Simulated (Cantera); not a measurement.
A closed system holds: 1 mol B2O3, 36 mol HCl, 18 mol O2, held at 1923.15 K and 10.0 Torr.

These are equilibrium values from Cantera (NASA tables, ideal gas, pure condensed phases), not measurements of a reactor. Candidate condensed phases: B, B2O3, B3O3H3, H2O; 33 gas species. The tables' values for BOCl are old estimates; treat these amounts as uncertain. Equilibrium is a limit: real reactors are often held back by kinetics, nucleation or transport.

Base state: HCl 0.434, O2 0.262, Cl 0.185, H2O 0.0775, HBO2 0.0300, OH 0.00379, BO2 0.00178, O 0.00161 (mole fractions); condensed: gas only.

Problem. What changes in the equilibrium state with this change: temperature from 1923.15 K to 1225 K?

Solution. 
```csv
species,before,after
HCl,0.434,0.582
O2,0.262,0.315
H2O,0.0775,0.0470
Cl,0.185,0.0109
Cl2,0.00155,0.0427
HBO2,0.0300,0.00221
H,0.000117,<1e-9
H2,0.000207,1.53e-8
"B2O3(l), mol",0,0.940
```
Gases not in the tables: H3BO3.
